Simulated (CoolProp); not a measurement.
A simple Rankine cycle with R124: condensing at 306.15 K, boiler at 2.15 MPa, turbine inlet 469 K, turbine efficiency 0.6, pump efficiency 0.7, no recuperator. Each further row changes one setting.

Computed with CoolProp (reference Helmholtz-energy equation of state, de Vries 1995).

```tsv
case	thermal efficiency (%)	net work (kJ/kg)	heat in (kJ/kg)	turbine exit temperature (K)	volume ratio over the turbine
as stated	7.5	(withheld)	274	434.8	4.49
condensing temperature 298.15 K	8.5	(withheld)	283	(withheld)	(withheld)
boiler pressure 1.5 MPa	(withheld)	16.4	278	444.4	3.08
turbine efficiency 0.5	(withheld)	(withheld)	274	438.9	4.53
```

Question: Complete the blanks.

Answer: 
- as stated, net work (kJ/kg): 20.5
- condensing temperature 298.15 K, net work (kJ/kg): 24.0
- condensing temperature 298.15 K, turbine exit temperature (K): 430.3
- condensing temperature 298.15 K, volume ratio over the turbine: 5.68
- boiler pressure 1.5 MPa, thermal efficiency (%): 5.9
- turbine efficiency 0.5, thermal efficiency (%): 6.1
- turbine efficiency 0.5, net work (kJ/kg): 16.8
